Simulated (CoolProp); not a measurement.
Computed with CoolProp (reference Helmholtz-energy equation of state, Thol 2019).

**Question.** For dodecamethylpentasiloxane (MD3M), give the phase and the density (kg/m³), cv (kJ/(kg K)), isothermal compressibility (1/MPa), fugacity coefficient at 620 K and 1.79 MPa; 620 K and 2.38 MPa; 620 K and 5.96 MPa.

**Answer.** 
- 620 K and 1.79 MPa: liquid; density 490, cv 2.14, isothermal compressibility 0.0820, fugacity coefficient 0.367
- 620 K and 2.38 MPa: liquid; density 510, cv 2.13, isothermal compressibility 0.0545, fugacity coefficient 0.302
- 620 K and 5.96 MPa: liquid; density 569, cv 2.12, isothermal compressibility 0.0191, fugacity coefficient 0.197
